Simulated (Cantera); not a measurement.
Charge: 1 mol CO2, 0.15 mol H2, 0.34 mol N2, at 2248.15 K and 1950 Torr.

Cantera equilibrium calculation (NASA polynomials, part measured and part estimated; ideal gas, pure solids and liquids). Candidate condensed phases: C, C6H6, C7H8, C8H18, H2O; 136 gas species. The numbers say what is thermodynamically allowed, not how fast it happens.

Base state: CO2 0.570, N2 0.228, CO 0.100, H2O 0.0966, H2 0.00312, OH 0.00118, O2 0.000865, NO 0.000485 (mole fractions); condensed: gas only.

Q: What changes in the equilibrium state with this change: pressure from 1950 Torr to 1.58 Torr?

A: 
```csv
species,before,after
CO2,0.570,0.354
CO,0.100,0.245
N2,0.228,0.202
O2,0.000865,0.0688
O,6.65e-5,0.0209
H,0.000255,0.0147
OH,0.00118,0.0172
H2O,0.0966,0.0655
NO,0.000485,0.00407
H2,0.00312,0.00835
```
